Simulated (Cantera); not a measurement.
An isothermal, constant-pressure homogeneous reactor starts with CH₄ : H₂ : N₂ = 0.04 : 1 : 0.0039 (molar parts), at 2625 K and 0.0533 atm. Integrator tolerance rtol = 1e-08.

Model: GRI-Mech 3.0 (53 species, 325 reactions), integrated in Cantera. GRI-Mech 3.0 stops at C3 and has no aromatics, soot or wall deposition, so with more carbon than oxygen in the feed, carbon stays in small species such as C2H2 where larger ones or solid carbon would form.

### Question
What does this change do: temperature 2625 to 1423 K?

### Answer
```json
[
 {"quantity": "x(CH₄) at 80.0 s", "before": "4.39e-6 (gas-phase equilibrium 4.44e-6)", "after": "0.0249 (gas-phase equilibrium 0.0113)"},
 {"quantity": "x(H₂) at 80.0 s", "before": "0.814 (gas-phase equilibrium 0.814)", "after": "0.965 (gas-phase equilibrium 0.972)"},
 {"quantity": "x(H) at 80.0 s", "before": "0.166 (gas-phase equilibrium 0.166)", "after": "2.54e-5 (gas-phase equilibrium 2.84e-5)"},
 {"quantity": "x(C₂H) at 80.0 s", "before": "0.000276 (gas-phase equilibrium 0.000276)", "after": "1.87e-10 (gas-phase equilibrium 3.80e-10)"},
 {"quantity": "x(CH₂) at 80.0 s", "before": "5.33e-6 (gas-phase equilibrium 5.39e-6)", "after": "2.57e-10 (gas-phase equilibrium 1.44e-10)"}
]
```
